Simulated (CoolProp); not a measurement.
Computed with CoolProp (reference Helmholtz-energy equation of state, Akasaka 2020).

### Question
For R1123, give the phase and the cp (kJ/(kg K)), cv (kJ/(kg K)), Joule-Thomson coefficient (K/MPa) at 124.35 °C and 0.0159 MPa; 75.05 °C and 0.176 MPa; -24.25 °C and 1.94 MPa.

### Answer
- 124.35 °C and 0.0159 MPa: gas; cp 0.994, cv 0.892, Joule-Thomson coefficient 6.11
- 75.05 °C and 0.176 MPa: gas; cp 0.932, cv 0.825, Joule-Thomson coefficient 8.60
- -24.25 °C and 1.94 MPa: liquid; cp 1.36, cv 0.818, Joule-Thomson coefficient -0.156
